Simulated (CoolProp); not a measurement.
n-perfluorohexane along the isotherm 450 K: density (kg/m³) from the reference equation and from simpler models built on Tc = 448.0 K, pc = 1742 kPa, ω = 0.497; each cubic takes its own stable root.

The numbers come from the reference Helmholtz-energy equation of state, Gao 2022 in CoolProp.

```json
[
 {"p (kPa)": "335", "phase": "gas", "reference": "32.54", "van der Waals": "32.18", "Redlich-Kwong": "32.46", "Soave-Redlich-Kwong": "32.45", "Peng-Robinson": "32.70"},
 {"p (kPa)": "670", "phase": "gas", "reference": "71.06", "van der Waals": "69.27", "Redlich-Kwong": "70.58", "Soave-Redlich-Kwong": "70.52", "Peng-Robinson": "71.69"},
 {"p (kPa)": "1000", "phase": "gas", "reference": "118.5", "van der Waals": "113.3", "Redlich-Kwong": "116.8", "Soave-Redlich-Kwong": "116.6", "Peng-Robinson": "119.7"},
 {"p (kPa)": "1340", "phase": "gas", "reference": "187.2", "van der Waals": "173.4", "Redlich-Kwong": "181.5", "Soave-Redlich-Kwong": "180.9", "Peng-Robinson": "188.0"},
 {"p (kPa)": "1670", "phase": "gas", "reference": "317.8", "van der Waals": "277.4", "Redlich-Kwong": "296.6", "Soave-Redlich-Kwong": "292.4", "Peng-Robinson": "309.6"},
 {"p (kPa)": "2010", "phase": "supercritical", "reference": "905.8", "van der Waals": "591.2", "Redlich-Kwong": "689.7", "Soave-Redlich-Kwong": "678.2", "Peng-Robinson": "745.6"},
 {"p (kPa)": "2340", "phase": "supercritical", "reference": "989.7", "van der Waals": "645.4", "Redlich-Kwong": "768.3", "Soave-Redlich-Kwong": "761.2", "Peng-Robinson": "841.3"},
 {"p (kPa)": "2680", "phase": "supercritical", "reference": "1036", "van der Waals": "679.7", "Redlich-Kwong": "818.5", "Soave-Redlich-Kwong": "812.9", "Peng-Robinson": "900.4"},
 {"p (kPa)": "3010", "phase": "supercritical", "reference": "1068", "van der Waals": "704.5", "Redlich-Kwong": "855.0", "Soave-Redlich-Kwong": "850.3", "Peng-Robinson": "943.1"},
 {"p (kPa)": "3350", "phase": "supercritical", "reference": "1093", "van der Waals": "725.0", "Redlich-Kwong": "885.6", "Soave-Redlich-Kwong": "881.4", "Peng-Robinson": "978.6"},
 {"p (kPa)": "3680", "phase": "supercritical", "reference": "1114", "van der Waals": "741.8", "Redlich-Kwong": "910.9", "Soave-Redlich-Kwong": "907.1", "Peng-Robinson": "1008"},
 {"p (kPa)": "4020", "phase": "supercritical", "reference": "1131", "van der Waals": "756.8", "Redlich-Kwong": "933.6", "Soave-Redlich-Kwong": "930.1", "Peng-Robinson": "1034"},
 {"p (kPa)": "4350", "phase": "supercritical", "reference": "1147", "van der Waals": "769.7", "Redlich-Kwong": "953.2", "Soave-Redlich-Kwong": "950.0", "Peng-Robinson": "1056"}
]
```
